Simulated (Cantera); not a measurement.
Mixture: CH4 : O2 : N2 = 1 : 1.11 : 3.67 (molar parts), equivalence ratio 1.8, at 1.00 bar, adiabatic and at constant pressure. Ignition delay is the time to a rise of 400 K.

Detailed kinetics in Cantera: GRI-Mech 3.0 (53 species, 325 reactions).

Task: At T0 = 1475 K, what is the delay, and which 6 reactions control it most (d ln τ / d ln k, from doubling and halving each rate constant)?

Result: The delay is 1.79 ms.
```csv
reaction,d ln τ / d ln k,faster rate
CH3 + O2 <=> CH3O + O,-0.42,shortens it
2 CH3 (+M) <=> C2H6 (+M),0.38,lengthens it
H + O2 <=> O + OH,-0.28,shortens it
CH3 + O2 <=> CH2O + OH,-0.23,shortens it
CH4 + H <=> CH3 + H2,0.23,lengthens it
CH2O + O2 <=> HCO + HO2,-0.14,shortens it
```
